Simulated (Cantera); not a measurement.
Mixture: CH4 : O2 : N2 = 1 : 1.67 : 6.27 (molar parts), equivalence ratio 1.2, at 1.01 bar, adiabatic and at constant pressure. Ignition delay is the time to a rise of 400 K.

Model: GRI-Mech 3.0 (53 species, 325 reactions), integrated in Cantera.

At T0 = 1225 K, what is the delay, and which 5 reactions control it most (d ln τ / d ln k, from doubling and halving each rate constant)?

The delay is 35.1 ms.
| reaction | d ln τ / d ln k | faster rate |
|---|---|---|
| 2 CH3 (+M) <=> C2H6 (+M) | 0.56 | lengthens it |
| CH3 + O2 <=> CH2O + OH | -0.39 | shortens it |
| CH3 + O2 <=> CH3O + O | -0.34 | shortens it |
| CH2O + O2 <=> HCO + HO2 | -0.30 | shortens it |
| H + O2 <=> O + OH | -0.25 | shortens it |
